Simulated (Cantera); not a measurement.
Input (Python, Cantera) and output of one run.

```python
import numpy as np
import cantera as ct

gas_names = """
    N N2 Si SiN Si2 Si2N Si3
""".split()
cond_names = """
    Si(cr) Si(L) Si3N4(a)
""".split()


# ... load() reads the species with a 1 bar reference pressure and builds the phases ...
atoms = {
    'Si3N4': {'Si': 3, 'N': 4},
    'N2': {'N': 2},
    'Si': {'Si': 1},
}
top_T = {'Si3N4(a)': 2400}  # K; cautious upper limits of use, not melting points


# ... equilibrate(T, P, feed) seeds the gas with the atoms and calls Mixture.equilibrate('TP', solver="vcs", rtol=1e-11, max_steps=5000) ...
results = []
feed = {'Si3N4': 1, 'N2': 0.41, 'Si': 0.21}  # mol
T = 2425  # K
for P in [1, 10, 100, 1000, 10000, 100000, 1000000]:
    mix = equilibrate(T, P, feed)
    results.append((T, P, feed, dict(zip(mix.species_names, mix.species_moles))))

top = {s: max(r[3][s] / sum(r[3][g] for g in gas_names) for r in results) for s in gas_names}
cols = sorted((s for s in top if top[s] > 0.0001), key=lambda s: -top[s])[:6]
seen = [c for c in cond_names if any(r[3].get(c, 0) > 1e-12 for r in results)]
print("log10 of partial pressures in bar; condensed amounts in mol")
print(f"{'P/Pa':>10s}" + "".join(f"{s[:9]:>10s}" for s in cols + seen))
for T, P, feed, n in results:
    ng = sum(n[g] for g in gas_names)
    print(f"{P:10.4g}" + "".join(f"{np.log10(max(n[s] / ng * P / 1e5, 1e-99)):10.3f}" for s in cols)
          + "".join(f"{n.get(c, 0):10.4g}" for c in seen))
```

It prints:

```
log10 of partial pressures in bar; condensed amounts in mol
      P/Pa        N2        Si       Si2       SiN      Si2N       Si3     Si(L)
         1    -5.368    -5.243    -9.535    -8.873   -11.572   -12.954         0
        10    -4.368    -4.244    -7.536    -7.374    -9.073    -9.955         0
       100    -3.367    -3.247    -5.543    -5.877    -6.580    -6.966         0
      1000    -2.142    -2.575    -4.198    -4.592    -4.622    -4.948     2.246
     1e+04    -1.013    -2.575    -4.198    -4.027    -4.057    -4.948     3.133
     1e+05    -0.001    -2.575    -4.198    -3.522    -3.552    -4.948     3.201
     1e+06     1.000    -2.575    -4.198    -3.021    -3.051    -4.948     3.209
```

Cantera equilibrium calculation (NASA polynomials, part measured and part estimated; ideal gas, pure solids and liquids). The tables' values for SiN are old estimates; treat these amounts as uncertain.
